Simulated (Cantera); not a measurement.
Feed: 1 mol Ta, 0.3 mol H2O, 73 mol H2.

These are equilibrium values from Cantera (NASA tables, ideal gas, pure condensed phases), not measurements of a reactor. Candidate condensed phases: H2O, Ta, Ta2O5; 12 gas species. Mutual solubility and eutectic melting of coexisting phases are not modelled. Condensed phases not in the tables: N, O or C dissolved in the metal. Equilibrium is a limit: real reactors are often held back by kinetics, nucleation or transport.

Problem. What condenses at these points (T in K, P in Pa): (2750, 22); (2750, 22); (2225, 68000); (2525, 68000); (2750, 0.10); (2300, 68000)?

Solution. 
```csv
T (K),P in Pa,condensed phases,Ta condensed (%)
2750,22,Ta,68.2
2750,22,Ta,68.2
2225,68000,Ta + Ta2O5,99.6
2525,68000,Ta,97.5
2750,0.10,gas only,0.0
2300,68000,Ta,99.4
```
